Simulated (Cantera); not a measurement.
**Premixed flame**

A freely propagating, adiabatic, planar premixed flame of 28.4 % CO, 0.908 % H2, 1.42 % CH4, 14.6 % O2, 54.8 % N2, equivalence ratio 1.2, unburnt at 650 K and 0.670 bar; mixture-averaged transport, grid criteria slope 0.08 and curve 0.16, no radiation.

Cantera simulation using GRI-Mech 3.0 (53 species, 325 reactions); the numbers are that mechanism's predictions, not measurements. Burning velocities carry a grid error of a few per cent, more on coarse grids.

```json
[
 {"z (mm)": "-2.76", "T (K)": "650", "u (m/s)": "2.34", "x CO": "0.284", "x H2": "0.00908", "x CH4": "0.0142", "x CH3": "<1e-8", "x H2O": "<1e-8", "x HCO": "<1e-8"},
 {"z (mm)": "-1.84", "T (K)": "650", "u (m/s)": "2.34", "x CO": "0.284", "x H2": "0.00908", "x CH4": "0.0142", "x CH3": "<1e-8", "x H2O": "<1e-8", "x HCO": "<1e-8"},
 {"z (mm)": "-1.38", "T (K)": "650", "u (m/s)": "2.34", "x CO": "0.284", "x H2": "0.00909", "x CH4": "0.0142", "x CH3": "<1e-8", "x H2O": "5.83e-8", "x HCO": "<1e-8"},
 {"z (mm)": "-0.920", "T (K)": "650", "u (m/s)": "2.34", "x CO": "0.284", "x H2": "0.00916", "x CH4": "0.0142", "x CH3": "3.64e-8", "x H2O": "1.89e-6", "x HCO": "<1e-8"},
 {"z (mm)": "-0.460", "T (K)": "665", "u (m/s)": "2.39", "x CO": "0.283", "x H2": "0.00970", "x CH4": "0.0141", "x CH3": "6.48e-6", "x H2O": "0.000412", "x HCO": "1.27e-8"},
 {"z (mm)": "-0.230", "T (K)": "818", "u (m/s)": "2.94", "x CO": "0.276", "x H2": "0.0106", "x CH4": "0.0126", "x CH3": "3.38e-5", "x H2O": "0.00512", "x HCO": "5.32e-7"},
 {"z (mm)": "0", "T (K)": "1233", "u (m/s)": "4.42", "x CO": "0.252", "x H2": "0.00929", "x CH4": "0.00316", "x CH3": "9.91e-5", "x H2O": "0.0212", "x HCO": "1.17e-5"},
 {"z (mm)": "0.230", "T (K)": "1487", "u (m/s)": "5.25", "x CO": "0.207", "x H2": "0.00453", "x CH4": "2.70e-5", "x CH3": "1.89e-6", "x H2O": "0.0270", "x HCO": "1.09e-6"},
 {"z (mm)": "0.460", "T (K)": "1625", "u (m/s)": "5.65", "x CO": "0.174", "x H2": "0.00401", "x CH4": "4.83e-8", "x CH3": "<1e-8", "x H2O": "0.0233", "x HCO": "4.56e-7"},
 {"z (mm)": "0.920", "T (K)": "1777", "u (m/s)": "6.09", "x CO": "0.150", "x H2": "0.00451", "x CH4": "<1e-8", "x CH3": "<1e-8", "x H2O": "0.0210", "x HCO": "3.25e-7"},
 {"z (mm)": "1.84", "T (K)": "1930", "u (m/s)": "6.54", "x CO": "0.142", "x H2": "0.00453", "x CH4": "<1e-8", "x CH3": "<1e-8", "x H2O": "0.0242", "x HCO": "2.12e-7"},
 {"z (mm)": "3.68", "T (K)": "2083", "u (m/s)": "6.98", "x CO": "0.134", "x H2": "0.00411", "x CH4": "<1e-8", "x CH3": "<1e-8", "x H2O": "0.0280", "x HCO": "1.22e-7"},
 {"z (mm)": "7.36", "T (K)": "2227", "u (m/s)": "7.38", "x CO": "0.124", "x H2": "0.00356", "x CH4": "<1e-8", "x CH3": "<1e-8", "x H2O": "0.0311", "x HCO": "6.54e-8"}
]
```
x: mole fraction of selected species; z is measured from the peak of heat release.

| Quantity | Value |
|---|---|
| laminar burning velocity | 234 cm/s |
| thermal thickness | 0.920 mm |
| peak x(CH3) | 0.000116 |
| peak x(HCO) | 1.17e-5 |
| grid points | 173 |
